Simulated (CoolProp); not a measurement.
Vapour-liquid equilibrium of R134a (1) + dimethyl ether (2) at 2.09 MPa; x and y are mole fractions of (1).

Computed with CoolProp (multi-fluid Helmholtz-energy mixture model, Tillner-Roth 1994 and Wu 2011; pair parameters Bell 2016).

| x | bubble temperature (°C) | y at the bubble point | dew temperature at overall composition x (°C) | liquid density (mol/L) |
|---|---|---|---|---|
| 0.05 | 77.1 | 0.048 | 77.1 | 12.09 |
| 0.15 | 77.2 | 0.150 | 77.2 | 11.83 |
| 0.25 | 77.1 | 0.257 | 77.1 | 11.57 |
| 0.35 | 76.7 | 0.366 | 76.8 | 11.32 |
| 0.45 | 76.0 | 0.475 | 76.2 | 11.07 |
| 0.55 | 75.1 | 0.581 | 75.4 | 10.84 |
| 0.65 | 74.0 | 0.683 | 74.4 | 10.60 |
| 0.75 | 72.8 | 0.780 | 73.2 | 10.37 |
| 0.85 | 71.5 | 0.872 | 71.8 | 10.14 |
| 0.95 | 70.1 | 0.958 | 70.3 | 9.912 |

y crosses x between x = 0.15 and 0.25: the model has an azeotrope there.

Pair parameters are fitted to limited data, so mixtures are less certain than the pure fluids.
